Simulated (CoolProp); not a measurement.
R1234ze(Z) along the isobar 15.3 MPa: Z from the reference equation and from simpler models built on Tc = 423.3 K, pc = 3.531 MPa, ω = 0.327; each cubic takes its own stable root.

Values from CoolProp's reference Helmholtz-energy equation of state, Akasaka 2019.

| T (K) | phase | reference |
|---|---|---|
| 369.9 | liquid | 0.5156 |
| 374.6 | liquid | 0.5148 |
| 379.3 | liquid | 0.5143 |
| 384 | liquid | 0.5139 |
| 388.8 | liquid | 0.5138 |
| 393.5 | liquid | 0.5139 |
| 398.2 | liquid | 0.5143 |
| 402.9 | liquid | 0.5149 |
| 407.6 | liquid | 0.5157 |
| 412.4 | liquid | 0.5169 |
| 417.1 | liquid | 0.5183 |
| 421.8 | liquid | 0.5200 |

**Question.** How far does each simpler model (Redlich-Kwong, Soave-Redlich-Kwong, Peng-Robinson) lie from the reference over these 12 states: mean and median of the absolute difference, and the worst?

**Answer.** 
- Redlich-Kwong: mean 22.6 %, median 22.6 %, worst +23.6 % at 369.9 K and 15.3 MPa
- Soave-Redlich-Kwong: mean 20.9 %, median 20.8 %, worst +21.1 % at 421.8 K and 15.3 MPa
- Peng-Robinson: mean 8.0 %, median 8.0 %, worst +8.7 % at 421.8 K and 15.3 MPa
